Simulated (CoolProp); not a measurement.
n-perfluorobutane at 293.15 K and 0.0267 MPa is throttled through a valve to 0.00858 MPa with no heat exchange. Each further row changes one setting.

Model: reference Helmholtz-energy equation of state, Gao 2022, in CoolProp.

| case | temperature change (K) | final density (kg/m³) |
|---|---|---|
| as stated | -0.2 | ___ |
| outlet pressure 0.00257 MPa | ___ | ___ |
| outlet pressure 0.0112 MPa | -0.2 | 1.10 |

Q: Complete the blanks.

A: 
- as stated, final density (kg/m³): 0.841
- outlet pressure 0.00257 MPa, temperature change (K): -0.3
- outlet pressure 0.00257 MPa, final density (kg/m³): 0.251
